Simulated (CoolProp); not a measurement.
c-C4F8 (RC318) at 449.62 K and 0.106 MPa is throttled through a valve to 0.0357 MPa with no heat exchange. Each further row changes one setting.

Values from CoolProp's reference Helmholtz-energy equation of state, Platzer 1990. This equation is an older, rougher fit.

```csv
case,temperature change (K),final density (kg/m³)
as stated,-0.4,1.92
outlet pressure 0.0107 MPa,-0.5,0.574
outlet pressure 0.0464 MPa,-0.3,2.49
```
